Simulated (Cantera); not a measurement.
Feed: 1 mol Si3N4, 770 mol H2, 0.58 mol N2, held at 2.60 mbar.

These are equilibrium values from Cantera (NASA tables, ideal gas, pure condensed phases), not measurements of a reactor. Candidate condensed phases: Si, Si3N4; 18 gas species. Mutual solubility and eutectic melting of coexisting phases are not modelled. Rates play no part.

### Question
Which condensed phases are stable at each of these points (T (°C)): 1000, 1025, 1050, 1075, 1100, 1125, 1150, 1175?

### Answer
```tsv
T (°C)	condensed phases	Si condensed (%)
1000	Si3N4(s)	100.0
1025	Si3N4(s)	100.0
1050	Si3N4(s)	100.0
1075	Si3N4(s)	100.0
1100	Si(s) + Si3N4(s)	100.0
1125	Si(s) + Si3N4(s)	100.0
1150	Si(s)	100.0
1175	Si(s)	99.9
```

From 1000 °C to 1075 °C the condensed part is Si3N4(s). From 1100 °C to 1125 °C the condensed part is Si(s) + Si3N4(s). From 1150 °C to 1175 °C the condensed part is Si(s).
